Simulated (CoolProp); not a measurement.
A Linde-Hampson liquefier for normal hydrogen: isothermal reversible compression at 230 K from 1 atm to 5 MPa, throttling to 1 atm, return gas leaving the recuperator 10 K below the feed. Each further row changes one setting.

The numbers come from the reference Helmholtz-energy equation of state, Leachman 2009 in CoolProp.

| case | compression work (kJ/kg of gas) |
|---|---|
| as stated | 3730 |
| high pressure 10 MPa | 4420 |
| warm-end temperature 260 K | 4210 |
| warm-end gap 15 K | 3730 |
